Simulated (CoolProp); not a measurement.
Computed with CoolProp (reference Helmholtz-energy equation of state, Zhou 2012).

Task: For m-xylene, give the phase and the expansivity (1/kK), conductivity (mW/(m K)), fugacity coefficient at 280.3 K and 37.9 bar.

Result: 
- 280.3 K and 37.9 bar: liquid; expansivity 0.950, conductivity 135, fugacity coefficient 0.000118

Thermal conductivity comes from a separate model (Mylona 2014).
